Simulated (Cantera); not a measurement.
An isothermal, constant-pressure homogeneous reactor starts with NO : N2 = 1 : 6.9 (molar parts), at 2000 K and 20.0 Torr. Integrator tolerance rtol = 1e-08.

Model: GRI-Mech 3.0 (53 species, 325 reactions), integrated in Cantera. Radical loss at walls, strong at low pressure, is not modelled.

Q: What does this change do: pressure from 20.0 Torr to 0.400 bar?

A: 
```json
[
 {"quantity": "x(NO) at 20.0 s", "before": "0.0466 (gas-phase equilibrium 0.00449)", "after": "0.00512 (gas-phase equilibrium 0.00451)"},
 {"quantity": "x(NO2) at 20.0 s", "before": "5.67e-6 (gas-phase equilibrium 6.78e-7)", "after": "2.99e-6 (gas-phase equilibrium 2.64e-6)"},
 {"quantity": "x(N2) at 20.0 s", "before": "0.913 (gas-phase equilibrium 0.934)", "after": "0.934 (gas-phase equilibrium 0.934)"},
 {"quantity": "x(O) at 20.0 s", "before": "0.000833 (gas-phase equilibrium 0.00101)", "after": "0.000262 (gas-phase equilibrium 0.000263)"},
 {"quantity": "x(N2O) at 20.0 s", "before": "7.80e-7 (gas-phase equilibrium 4.49e-8)", "after": "1.77e-7 (gas-phase equilibrium 1.75e-7)"}
]
```

Q: What does this change do: N2 6.9 to 1.3 parts?

A: 
```tsv
quantity	before	after
x(NO) at 20.0 s	0.0466 (gas-phase equilibrium 0.00449)	0.0513 (gas-phase equilibrium 0.00768)
x(NO2) at 20.0 s	5.67e-6 (gas-phase equilibrium 6.78e-7)	1.37e-5 (gas-phase equilibrium 2.17e-6)
x(N2) at 20.0 s	0.913 (gas-phase equilibrium 0.934)	0.756 (gas-phase equilibrium 0.778)
x(O) at 20.0 s	0.000833 (gas-phase equilibrium 0.00101)	0.00181 (gas-phase equilibrium 0.00190)
x(N2O) at 20.0 s	7.80e-7 (gas-phase equilibrium 4.49e-8)	7.47e-7 (gas-phase equilibrium 7.01e-8)
```

Q: What does this change do: temperature 2000 to 1450 K?

A: 
| quantity | before | after |
|---|---|---|
| x(NO) at 20.0 s | 0.0466 (gas-phase equilibrium 0.00449) | 0.126 (gas-phase equilibrium 0.000570) |
| x(NO2) at 20.0 s | 5.67e-6 (gas-phase equilibrium 6.78e-7) | 6.22e-6 (gas-phase equilibrium 3.19e-7) |
| x(N2) at 20.0 s | 0.913 (gas-phase equilibrium 0.934) | 0.873 (gas-phase equilibrium 0.936) |
| x(O) at 20.0 s | 0.000833 (gas-phase equilibrium 0.00101) | 3.61e-7 (gas-phase equilibrium 3.11e-6) |
| x(N2O) at 20.0 s | 7.80e-7 (gas-phase equilibrium 4.49e-8) | 4.88e-6 (gas-phase equilibrium 6.33e-9) |
